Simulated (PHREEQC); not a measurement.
1 kg of water holding 17 mmol/kgw KCl, 90 mmol/kgw K2SO4 and 66 mmol/kgw KHCO3 is evaporated at 30 °C; the solids stay in contact with the brine. CO2 is held at log p = -3.4 (atm). Only these solids could form: Arcanite, Kalicinite, Misenite, Sylvite.

Model: Pitzer model, pitzer.dat, run in PHREEQC.

```json
[
 {"water left (kg)": "1", "ionic strength": "0.370", "water activity": "0.994", "Arcanite (mol)": "0", "Kalicinite (mol)": "0"},
 {"water left (kg)": "0.8222", "ionic strength": "0.452", "water activity": "0.993", "Arcanite (mol)": "0", "Kalicinite (mol)": "0"},
 {"water left (kg)": "0.6758", "ionic strength": "0.551", "water activity": "(withheld)", "Arcanite (mol)": "0", "Kalicinite (mol)": "0"},
 {"water left (kg)": "0.4567", "ionic strength": "0.820", "water activity": "0.988", "Arcanite (mol)": "0", "Kalicinite (mol)": "0"},
 {"water left (kg)": "0.3754", "ionic strength": "(withheld)", "water activity": "0.985", "Arcanite (mol)": "0", "Kalicinite (mol)": "0"},
 {"water left (kg)": "0.3086", "ionic strength": "1.22", "water activity": "0.982", "Arcanite (mol)": "0", "Kalicinite (mol)": "0"},
 {"water left (kg)": "0.2538", "ionic strength": "1.49", "water activity": "0.979", "Arcanite (mol)": "0", "Kalicinite (mol)": "0"},
 {"water left (kg)": "0.1716", "ionic strength": "2.21", "water activity": "0.969", "Arcanite (mol)": "0", "Kalicinite (mol)": "0"},
 {"water left (kg)": "0.1411", "ionic strength": "2.28", "water activity": "0.968", "Arcanite (mol)": "0.0194", "Kalicinite (mol)": "0"},
 {"water left (kg)": "0.1161", "ionic strength": "2.35", "water activity": "0.966", "Arcanite (mol)": "0.0357", "Kalicinite (mol)": "0"},
 {"water left (kg)": "0.0955", "ionic strength": "2.45", "water activity": "0.963", "Arcanite (mol)": "0.0488", "Kalicinite (mol)": "0"},
 {"water left (kg)": "0.06467", "ionic strength": "2.77", "water activity": "0.956", "Arcanite (mol)": "(withheld)", "Kalicinite (mol)": "0"},
 {"water left (kg)": "0.05326", "ionic strength": "3.01", "water activity": "0.951", "Arcanite (mol)": "0.0738", "Kalicinite (mol)": "0"},
 {"water left (kg)": "0.04386", "ionic strength": "3.33", "water activity": "0.944", "Arcanite (mol)": "0.0786", "Kalicinite (mol)": "0"},
 {"water left (kg)": "0.03615", "ionic strength": "3.76", "water activity": "0.936", "Arcanite (mol)": "0.0822", "Kalicinite (mol)": "0"},
 {"water left (kg)": "0.02982", "ionic strength": "4.30", "water activity": "0.924", "Arcanite (mol)": "0.0849", "Kalicinite (mol)": "0"},
 {"water left (kg)": "0.02031", "ionic strength": "5.87", "water activity": "(withheld)", "Arcanite (mol)": "0.0880", "Kalicinite (mol)": "0"},
 {"water left (kg)": "0.0168", "ionic strength": "6.95", "water activity": "0.863", "Arcanite (mol)": "0.0888", "Kalicinite (mol)": "0"},
 {"water left (kg)": "0.0139", "ionic strength": "8.29", "water activity": "0.830", "Arcanite (mol)": "0.0894", "Kalicinite (mol)": "0"},
 {"water left (kg)": "0.01152", "ionic strength": "9.91", "water activity": "0.787", "Arcanite (mol)": "0.0897", "Kalicinite (mol)": "0"},
 {"water left (kg)": "0.007947", "ionic strength": "13.7", "water activity": "0.687", "Arcanite (mol)": "0.0899", "Kalicinite (mol)": "0"},
 {"water left (kg)": "0.006541", "ionic strength": "14.2", "water activity": "0.675", "Arcanite (mol)": "0.0899", "Kalicinite (mol)": "0.00870"},
 {"water left (kg)": "0.005378", "ionic strength": "14.2", "water activity": "0.675", "Arcanite (mol)": "0.0899", "Kalicinite (mol)": "0.0189"}
]
```

Some entries are withheld; supply them.


- 0.6758, water activity: 0.991
- 0.3754, ionic strength: 1.00
- 0.06467, Arcanite (mol): 0.0674
- 0.02031, water activity: 0.889
